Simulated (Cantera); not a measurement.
## Catalytic combustion on Pt

An isothermal plug-flow reactor at 700 K and 3.75 atm (inlet), inlet velocity 0.84 m/s, active area per volume 1500 1/m; feed 1.23 % H2, 10.2 % O2, 88.6 % N2, equivalence ratio 0.060.

Model: Deutschmann's 1995 Pt surface mechanism with GRI-Mech 3.0 gas chemistry, integrated in Cantera. Catalytic surfaces can have several steady states; this one follows from the mechanism file's or the stated starting coverage. Mass transfer to the wall is taken as infinitely fast.

| z (m) | x H2 | x O2 | x H2O | θ free Pt | θ O* | θ OH* |
|---|---|---|---|---|---|---|
| 4.6e-05 | 0.00784 | 0.1000 | 0.00452 | 0.141 | 0.848 | 0.0117 |
| 9e-05 | 0.00579 | 0.0991 | 0.00658 | 0.105 | 0.884 | 0.0110 |
| 0.00017 | 0.00391 | 0.0982 | 0.00848 | 0.0715 | 0.919 | 0.00980 |
| 0.00033 | 0.00236 | 0.0975 | 0.0100 | 0.0436 | 0.948 | 0.00812 |
| 0.00064 | 0.00132 | 0.0970 | 0.0111 | 0.0250 | 0.969 | 0.00638 |
| 0.0012 | 0.000727 | 0.0968 | 0.0117 | 0.0145 | 0.981 | 0.00496 |
| 0.0024 | 0.000349 | 0.0966 | 0.0121 | 0.00833 | 0.988 | 0.00381 |
| 0.0046 | 0.000150 | 0.0965 | 0.0123 | 0.00564 | 0.991 | 0.00316 |
x: gas mole fraction; θ: surface coverage.
